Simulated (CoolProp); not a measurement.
Vapour-liquid equilibrium of C2F6 (R116) (1) + R143a (2) at 2.36 bar; x and y are mole fractions of (1).

Model: multi-fluid Helmholtz-energy mixture model, Lemmon 2006 and Lemmon and Jacobsen 2000; pair parameters Bell 2016, in CoolProp.

| x | bubble temperature, mixture model (K) | bubble temperature, Raoult's law (K) | y, mixture model | y, Raoult's law |
|---|---|---|---|---|
| 0.05 | 237.5 | 242.5 | 0.296 | 0.158 |
| 0.125 | 229.2 | 238.4 | 0.535 | 0.344 |
| 0.2 | 224.0 | 234.8 | 0.654 | 0.486 |
| 0.275 | 220.7 | 231.6 | 0.721 | 0.595 |
| 0.35 | 218.6 | 228.7 | 0.762 | 0.681 |
| 0.425 | 217.1 | 226.2 | 0.789 | 0.750 |
| 0.5 | 216.1 | 223.8 | 0.810 | 0.806 |
| 0.575 | 215.3 | 221.7 | 0.828 | 0.851 |
| 0.65 | 214.6 | 219.7 | 0.845 | 0.889 |
| 0.725 | 214.0 | 217.9 | 0.863 | 0.920 |
| 0.8 | 213.5 | 216.3 | 0.886 | 0.947 |
| 0.875 | 212.9 | 214.7 | 0.916 | 0.969 |
| 0.95 | 212.5 | 213.3 | 0.959 | 0.989 |

The largest gap from Raoult's law is -10.9 K in bubble temperature, at x = 0.275. No azeotrope shows between x = 0.05 and 0.95.

The pair parameters rest on a limited set of measurements; away from them the model extrapolates. With so large a gap from Raoult's law the liquid may split in two, which this calculation doesn't test in full.
